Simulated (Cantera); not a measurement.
Input: 1 mol Ta₂O₅, 1.3 mol C, 0.35 mol H₂, equilibrated at 0.00133 bar.

Cantera equilibrium calculation (NASA polynomials, part measured and part estimated; ideal gas, pure solids and liquids). Candidate condensed phases: C, C₆H₆, C₇H₈, C₈H₁₈, H₂O, Ta, TaC, Ta₂O₅; 113 gas species. Mutual solubility and eutectic melting of coexisting phases are not modelled. TaC: taken at fixed stoichiometry. Condensed phases not in the tables: Ta₂C. Kinetics and transport are ignored. All values below are at 1527 °C.

Base state: CO 0.724, H₂ 0.270, H 0.00510, H₂O 0.000290, CO₂ 0.000203, TaO₂ 1.30e-5 (mole fractions); condensed: TaC(s) + Ta₂O₅(s).

Problem. What changes in the equilibrium state with this change: H₂ from 0.35 to 0.11 mol?

Solution. 
```tsv
species	before	after
CO	0.724	0.892
H₂	0.270	0.104
H	0.00510	0.00316
TaO₂	1.30e-5	1.26e-5
H₂O	0.000290	0.000118
CO₂	0.000203	0.000266
TaC(s), mol	0.372	0.372
Ta₂O₅(s), mol	0.814	0.814
```
